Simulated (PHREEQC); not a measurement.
Dissolve 0.0017 mol/kgw BaCl2, 0.044 mol/kgw NaF and 4.4e-05 mol/kgw H4SiO4 at 2.3 °C. Closed to the air; pH follows from the charge balance.

Equilibrium calculation in PHREEQC: ion-association model, wateq4f.dat.

Problem. The ionic strength comes out as 0.0484 mol/kgw. What activity coefficients do Na+, Cl-, F-, Ba+2 get?

Solution. Na+ 0.83, Cl- 0.82, F- 0.82, Ba+2 0.48.

No solid was allowed to form. At this temperature some constants are extrapolated from 25 °C, and those without enthalpy data are left unchanged. SiF6-2 is the database's only silicon fluoride.
